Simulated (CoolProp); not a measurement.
The numbers come from the reference Helmholtz-energy equation of state, Akasaka 2015 in CoolProp.

Q: For R245fa, give the phase and the cp (kJ/(kg K)), cv (kJ/(kg K)), fugacity coefficient at 252.9 K and 14.3 MPa.

A: 
- 252.9 K and 14.3 MPa: liquid; cp 1.21, cv 0.861, fugacity coefficient 0.00248
